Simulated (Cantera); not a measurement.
Input (Python, Cantera):

```python
import numpy as np
import cantera as ct

gas = ct.Solution("gri30.yaml")
gas.TPX = 1525, 62000, {'NO': 1, 'N2': 0.11}
reactor = ct.IdealGasConstPressureReactor(gas, energy="off", clone=False)
net = ct.ReactorNet([reactor])
net.rtol, net.atol = 1e-08, 1e-18
show = ['NO', 'O', 'O2', 'NO2', 'N2O', 'N2']
times = np.geomspace(0.0005, 100, 15)

steps = ct.SolutionArray(gas, extra=["t"])
rows = []
print(f"{'t/s':>10s}{'T/K':>9s}{'P/Pa':>11s}" + "".join(f"{s:>11s}" for s in show))
for t in times:
    while net.time < t:
        t_next = net.step()
        steps.append(gas.state, t=t_next)
    rows.append([np.interp(t, steps.t, y) for y in (steps.T, steps.P, *steps(*show).X.T)])
    print(f"{t:10.3e}{rows[-1][0]:9.1f}{rows[-1][1]:11.4g}" + "".join(f"{x:11.3e}" for x in rows[-1][2:]))
rate = np.gradient(steps.T, steps.t)
print("integrator steps:", len(steps.t))
if steps.T.max() > steps.T[0] + 200:
    print(f"time of steepest temperature rise: {steps.t[rate.argmax()]:.4e} s")
gas.TPX = 1525, 62000, {'NO': 1, 'N2': 0.11}
gas.equilibrate("TP")
print(f"equilibrium (TP): T = {gas.T:.1f} K  " + "  ".join(f"{s} {gas[s].X[0]:.3e}" for s in show))
```

Result:

```
       t/s      T/K       P/Pa         NO          O         O2        NO2        N2O         N2
 5.000e-04   1525.0    6.2e+04  9.009e-01  8.937e-08  3.174e-09  3.102e-06  3.157e-06  9.910e-02
 1.196e-03   1525.0    6.2e+04  9.009e-01  9.483e-08  1.305e-08  7.586e-06  7.490e-06  9.910e-02
 2.859e-03   1525.0    6.2e+04  9.009e-01  1.079e-07  6.624e-08  1.853e-05  1.757e-05  9.910e-02
 6.838e-03   1525.0    6.2e+04  9.008e-01  1.394e-07  4.204e-07  4.576e-05  4.017e-05  9.911e-02
 1.635e-02   1525.0    6.2e+04  9.007e-01  2.137e-07  3.352e-06  1.145e-04  8.647e-05  9.913e-02
 3.910e-02   1525.0    6.2e+04  9.003e-01  3.649e-07  3.124e-05  2.709e-04  1.633e-04  9.921e-02
 9.351e-02   1525.0    6.2e+04  8.996e-01  5.402e-07  2.361e-04  4.732e-04  2.422e-04  9.949e-02
 2.236e-01   1525.0    6.2e+04  8.979e-01  6.211e-07  1.001e-03  5.641e-04  2.706e-04  1.003e-01
 5.347e-01   1525.0    6.2e+04  8.939e-01  7.027e-07  2.918e-03  6.482e-04  2.695e-04  1.023e-01
 1.279e+00   1525.0    6.2e+04  8.846e-01  8.613e-07  7.459e-03  8.079e-04  2.634e-04  1.069e-01
 3.058e+00   1525.0    6.2e+04  8.631e-01  1.144e-06  1.800e-02  1.078e-03  2.499e-04  1.176e-01
 7.312e+00   1525.0    6.2e+04  8.157e-01  1.596e-06  4.141e-02  1.458e-03  2.221e-04  1.412e-01
 1.749e+01   1525.0    6.2e+04  7.209e-01  2.239e-06  8.851e-02  1.841e-03  1.722e-04  1.885e-01
 4.182e+01   1525.0    6.2e+04  5.635e-01  3.015e-06  1.672e-01  1.963e-03  1.043e-04  2.673e-01
 1.000e+02   1525.0    6.2e+04  3.682e-01  3.759e-06  2.651e-01  1.613e-03  4.420e-05  3.650e-01
integrator steps: 1111
equilibrium (TP): T = 1525.0 K  NO 1.693e-03  O 4.853e-06  O2 4.496e-01  NO2 9.663e-06  N2O 6.772e-08  N2 5.487e-01
```

Detailed kinetics in Cantera: GRI-Mech 3.0 (53 species, 325 reactions).
